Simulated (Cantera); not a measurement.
A freely propagating, adiabatic, planar premixed flame of H2 : O2 : N2 = 1 : 0.515 : 1.94 (molar parts), unburnt at 700 K and 0.133 bar; unity-Lewis-number transport, grid criteria slope 0.08 and curve 0.16, no radiation.

Model: the H2/O2 subset of GRI-Mech 3.0, which has no nitrogen chemistry, integrated in Cantera. Unity Lewis numbers drop preferential diffusion, which matters most where H2 and H carry the flame. Burning velocities carry a grid error of a few per cent, more on coarse grids.

x: mole fraction of selected species; z is measured from the peak of heat release.

```json
[
 {"z (mm)": "-15.5", "T (K)": "700", "u (m/s)": "5.15", "x H2": "0.289", "x O2": "0.149", "x H2O2": "<1e-8", "x O": "<1e-8", "x OH": "<1e-8", "x HO2": "<1e-8"},
 {"z (mm)": "-10.4", "T (K)": "700", "u (m/s)": "5.15", "x H2": "0.289", "x O2": "0.149", "x H2O2": "<1e-8", "x O": "<1e-8", "x OH": "<1e-8", "x HO2": "<1e-8"},
 {"z (mm)": "-7.77", "T (K)": "700", "u (m/s)": "5.15", "x H2": "0.289", "x O2": "0.149", "x H2O2": "<1e-8", "x O": "<1e-8", "x OH": "<1e-8", "x HO2": "<1e-8"},
 {"z (mm)": "-5.18", "T (K)": "700", "u (m/s)": "5.15", "x H2": "0.289", "x O2": "0.149", "x H2O2": "<1e-8", "x O": "<1e-8", "x OH": "<1e-8", "x HO2": "…"},
 {"z (mm)": "-2.59", "T (K)": "703", "u (m/s)": "5.17", "x H2": "0.289", "x O2": "0.149", "x H2O2": "7.41e-8", "x O": "3.12e-6", "x OH": "1.51e-6", "x HO2": "…"},
 {"z (mm)": "-1.29", "T (K)": "779", "u (m/s)": "5.70", "x H2": "0.274", "x O2": "0.142", "x H2O2": "2.06e-7", "x O": "0.000290", "x OH": "0.000140", "x HO2": "…"},
 {"z (mm)": "0", "T (K)": "1143", "u (m/s)": "8.19", "x H2": "0.127", "x O2": "0.0810", "x H2O2": "7.01e-7", "x O": "0.00838", "x OH": "0.00363", "x HO2": "…"},
 {"z (mm)": "1.29", "T (K)": "1399", "u (m/s)": "9.86", "x H2": "0.0480", "x O2": "0.0417", "x H2O2": "7.90e-7", "x O": "0.0176", "x OH": "0.00899", "x HO2": "…"},
 {"z (mm)": "2.59", "T (K)": "1521", "u (m/s)": "10.6", "x H2": "0.0471", "x O2": "0.0375", "x H2O2": "5.95e-7", "x O": "0.0180", "x OH": "0.0116", "x HO2": "…"},
 {"z (mm)": "5.18", "T (K)": "1668", "u (m/s)": "11.5", "x H2": "0.0488", "x O2": "0.0342", "x H2O2": "3.46e-7", "x O": "0.0169", "x OH": "0.0147", "x HO2": "…"},
 {"z (mm)": "10.4", "T (K)": "1830", "u (m/s)": "12.5", "x H2": "0.0488", "x O2": "0.0306", "x H2O2": "1.78e-7", "x O": "0.0148", "x OH": "0.0177", "x HO2": "…"},
 {"z (mm)": "20.7", "T (K)": "1999", "u (m/s)": "13.4", "x H2": "0.0468", "x O2": "0.0268", "x H2O2": "9.54e-8", "x O": "0.0121", "x OH": "0.0199", "x HO2": "…"},
 {"z (mm)": "41.4", "T (K)": "2165", "u (m/s)": "14.3", "x H2": "0.0425", "x O2": "0.0230", "x H2O2": "6.05e-8", "x O": "0.00902", "x OH": "0.0208", "x HO2": "…"}
]
```

Task: Complete the blanks.

Result: 
- -5.18, x HO2: 1.38e-7
- -2.59, x HO2: 2.06e-5
- -1.29, x HO2: 2.90e-5
- 0, x HO2: 1.29e-5
- 1.29, x HO2: 5.53e-6
- 2.59, x HO2: 4.24e-6
- 5.18, x HO2: 3.23e-6
- 10.4, x HO2: 2.40e-6
- 20.7, x HO2: 1.77e-6
- 41.4, x HO2: 1.41e-6
